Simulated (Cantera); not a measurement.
Mixture: CH4 : O2 : N2 = 1 : 2.6 : 9.77 (molar parts), at 5.40 bar, adiabatic and at constant volume. Ignition delay is the time to a rise of 400 K.

Detailed kinetics in Cantera: GRI-Mech 3.0 (53 species, 325 reactions).

### Question
What does this change do: 0.24 parts C2H6 added?

### Answer
```json
[
 {"quantity": "delay at 1050 K", "before": "64.2 ms", "after": "13.0 ms"},
 {"quantity": "delay at 1100 K", "before": "30.3 ms", "after": "5.05 ms"},
 {"quantity": "delay at 1150 K", "before": "15.1 ms", "after": "2.13 ms"},
 {"quantity": "delay at 1200 K", "before": "7.76 ms", "after": "0.978 ms"},
 {"quantity": "delay at 1250 K", "before": "4.13 ms", "after": "0.488 ms"},
 {"quantity": "delay at 1300 K", "before": "2.26 ms", "after": "0.264 ms"},
 {"quantity": "apparent activation energy between 1200 and 1300 K", "before": "160 kJ/mol", "after": "170 kJ/mol"}
]
```

### Question
What does this change do: pressure from 5.40 bar to 1.00 bar?

### Answer
```csv
quantity,before,after
delay at 1050 K,64.2 ms,0.398 s
delay at 1100 K,30.3 ms,0.175 s
delay at 1150 K,15.1 ms,80.4 ms
delay at 1200 K,7.76 ms,38.4 ms
delay at 1250 K,4.13 ms,19.0 ms
delay at 1300 K,2.26 ms,9.80 ms
apparent activation energy between 1200 and 1300 K,160 kJ/mol,180 kJ/mol
```

### Question
What does this change do: O2 2.6 to 1.7 parts?

### Answer
| quantity | before | after |
|---|---|---|
| delay at 1050 K | 64.2 ms | 0.113 s |
| delay at 1100 K | 30.3 ms | 54.7 ms |
| delay at 1150 K | 15.1 ms | 27.5 ms |
| delay at 1200 K | 7.76 ms | 14.3 ms |
| delay at 1250 K | 4.13 ms | 7.64 ms |
| delay at 1300 K | 2.26 ms | 4.19 ms |
| apparent activation energy between 1200 and 1300 K | 160 kJ/mol | 160 kJ/mol |
